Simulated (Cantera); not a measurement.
# Nitride etching: BN + F2 + H2

Feed: 1 mol BN, 1.3 mol F2, 0.51 mol H2, held at 1498.15 K and 7.50 Torr.

Cantera equilibrium calculation (NASA polynomials, part measured and part estimated; ideal gas, pure solids and liquids). Candidate condensed phases: B, BN; 31 gas species. The tables' values for BF2 are old estimates; treat these amounts as uncertain. Equilibrium is a limit: real reactors are often held back by kinetics, nucleation or transport.

```yaml
x(BF3): 0.463
x(H2): 0.264
x(N2): 0.235
x(HF): 0.0318
x(BF2): 0.00384
x(BHF2): 0.00290
x(H): 8.84e-5
x(BF): 8.83e-5
n(BN(s)): 0.148 mol
gas_amount: 1.814 mol
log10 activity of B(s) (absent): -2.83
```
